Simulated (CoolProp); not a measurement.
Vapour-liquid equilibrium of dimethyl carbonate (1) + n-heptane (2) at 135.35 °C; x and y are mole fractions of (1).

Computed with CoolProp (multi-fluid Helmholtz-energy mixture model, Zhou 2011 and Span 2003; pair parameters Bell 2016).

```csv
x,"bubble pressure, mixture model (kPa)","bubble pressure, Raoult's law (kPa)","y, mixture model","y, Raoult's law"
0.05,300.2,272.4,0.139,0.065
0.2,367.7,285.5,0.375,0.249
0.35,403.9,298.7,0.496,0.417
0.5,420.9,311.9,0.576,0.570
0.65,425.7,325.0,0.644,0.711
0.8,417.5,338.2,0.730,0.842
0.95,381.2,351.4,0.895,0.962
```

The largest gap from Raoult's law is +35.2 % in bubble pressure, at x = 0.35. y crosses x between x = 0.5 and 0.65: the model has an azeotrope there.

The pair parameters rest on a limited set of measurements; away from them the model extrapolates.
